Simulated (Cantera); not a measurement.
A freely propagating, adiabatic, planar premixed flame of CH₄ : H₂ : O₂ : N₂ = 1 : 0.36 : 2.18 : 8.2 (molar parts), unburnt at 700 K and 0.207 atm; mixture-averaged transport, grid criteria slope 0.08 and curve 0.16, no radiation.

Detailed kinetics in Cantera: GRI-Mech 3.0 (53 species, 325 reactions). Burning velocities carry a grid error of a few per cent, more on coarse grids.

How do the results move with these cheaper or finer settings: unity-Lewis-number transport; multicomponent transport; multicomponent+Soret transport; grid criteria slope 0.5, curve 1; grid criteria slope 0.25, curve 0.5; grid criteria slope 0.03, curve 0.06?


| setting | laminar burning velocity | thermal thickness | peak x(CH₂) | peak x(C₂H₂) | grid points |
|---|---|---|---|---|---|
| as above | 287 cm/s | 1.14 mm | 7.56e-5 | 0.000127 | 165 |
| unity-Lewis-number transport | 193 cm/s | 1.30 mm | 5.95e-5 | 7.90e-5 | 148 |
| multicomponent transport | 286 cm/s | 1.15 mm | 7.57e-5 | 0.000129 | 165 |
| multicomponent+Soret transport | 282 cm/s | 1.14 mm | 7.43e-5 | 0.000121 | 166 |
| grid criteria slope 0.5, curve 1 | 319 cm/s | 1.30 mm | 7.32e-5 | 0.000128 | 44 |
| grid criteria slope 0.25, curve 0.5 | 302 cm/s | 1.21 mm | 7.45e-5 | 0.000127 | 67 |
| grid criteria slope 0.03, curve 0.06 | 282 cm/s | 1.12 mm | 7.58e-5 | 0.000127 | 381 |
The base run took roughly 60 core-seconds.
Unity Lewis numbers drop preferential diffusion, which matters most where H2 and H carry the flame; Soret adds thermal diffusion.
